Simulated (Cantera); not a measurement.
Feed: 1 mol CHF₃, held at 2448 K.

These are equilibrium values from Cantera (NASA tables, ideal gas, pure condensed phases), not measurements of a reactor. Candidate condensed phases: C, C₆H₆, C₇H₈, C₈H₁₈; 95 gas species. Gases not in the tables: C₂F₆ and larger saturated fluorocarbons. Rates play no part.

### Question
What share of the C ends up in condensed phases as a function of P (Pa), at 1, 3.60, 13, 46, 170, 600, 2200, 7700, 28000, 100000?

### Answer
| P (Pa) | C condensed (%) | as |
|---|---|---|
| 1 | 69.3 | C(graphite) |
| 3.60 | 87.2 | C(graphite) |
| 13 | 90.3 | C(graphite) |
| 46 | 86.3 | C(graphite) |
| 170 | 72.8 | C(graphite) |
| 600 | 52.3 | C(graphite) |
| 2200 | 35.2 | C(graphite) |
| 7700 | 31.8 | C(graphite) |
| 28000 | 36.4 | C(graphite) |
| 100000 | 41.5 | C(graphite) |
